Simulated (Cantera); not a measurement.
An adiabatic, constant-pressure homogeneous reactor starts with CH₄ : O₂ : N₂ = 1 : 4.08 : 15.3 (molar parts), equivalence ratio 0.49, at 1425 K and 0.310 bar. Integrator tolerance rtol = 1e-08.

Detailed kinetics in Cantera: GRI-Mech 3.0 (53 species, 325 reactions).

### Question
What does this change do: O2 4.08 to 2.4 parts?

### Answer
| quantity | before | after |
|---|---|---|
| time of steepest temperature rise | 4.82 ms | 8.98 ms |
| temperature at 6.00 s | 2326 K | 2373 K |
| equilibrium temperature | 2326 K | 2373 K |
| x(CH₄) at 6.00 s | <1e-12 (gas-phase equilibrium <1e-12) | <1e-12 (gas-phase equilibrium <1e-12) |
| x(O₂) at 6.00 s | 0.0949 (gas-phase equilibrium 0.0949) | 0.0223 (gas-phase equilibrium 0.0223) |
| x(O) at 6.00 s | 0.00321 (gas-phase equilibrium 0.00321) | 0.00202 (gas-phase equilibrium 0.00202) |
| x(NO₂) at 6.00 s | 4.37e-6 (gas-phase equilibrium 4.37e-6) | 1.11e-6 (gas-phase equilibrium 1.11e-6) |
| x(C₂H₄) at 6.00 s | <1e-12 (gas-phase equilibrium <1e-12) | <1e-12 (gas-phase equilibrium <1e-12) |

### Question
What does this change do: CH4 1 to 2.6 parts?

### Answer
```
quantity                                                            before                                    after
---------------------------------  ---------------------------------------  ---------------------------------------
time of steepest temperature rise                                  4.82 ms                                  6.92 ms
temperature at 6.00 s                                               2326 K                                   2645 K
equilibrium temperature                                             2326 K                                   2645 K
x(CH₄) at 6.00 s                     <1e-12 (gas-phase equilibrium <1e-12)    <1e-12 (gas-phase equilibrium <1e-12)
x(O₂) at 6.00 s                      0.0949 (gas-phase equilibrium 0.0949)  0.00588 (gas-phase equilibrium 0.00588)
x(O) at 6.00 s                     0.00321 (gas-phase equilibrium 0.00321)  0.00394 (gas-phase equilibrium 0.00394)
x(NO₂) at 6.00 s                   4.37e-6 (gas-phase equilibrium 4.37e-6)  3.18e-7 (gas-phase equilibrium 3.18e-7)
x(C₂H₄) at 6.00 s                    <1e-12 (gas-phase equilibrium <1e-12)    <1e-12 (gas-phase equilibrium <1e-12)
```

### Question
What does this change do: pressure from 0.310 bar to 0.380 bar?

### Answer
```
quantity                                                            before                                    after
---------------------------------  ---------------------------------------  ---------------------------------------
time of steepest temperature rise                                  4.82 ms                                  4.09 ms
temperature at 6.00 s                                               2326 K                                   2331 K
equilibrium temperature                                             2326 K                                   2331 K
x(CH₄) at 6.00 s                     <1e-12 (gas-phase equilibrium <1e-12)    <1e-12 (gas-phase equilibrium <1e-12)
x(O₂) at 6.00 s                      0.0949 (gas-phase equilibrium 0.0949)    0.0948 (gas-phase equilibrium 0.0948)
x(O) at 6.00 s                     0.00321 (gas-phase equilibrium 0.00321)  0.00298 (gas-phase equilibrium 0.00298)
x(NO₂) at 6.00 s                   4.37e-6 (gas-phase equilibrium 4.37e-6)  4.86e-6 (gas-phase equilibrium 4.86e-6)
x(C₂H₄) at 6.00 s                    <1e-12 (gas-phase equilibrium <1e-12)    <1e-12 (gas-phase equilibrium <1e-12)
```
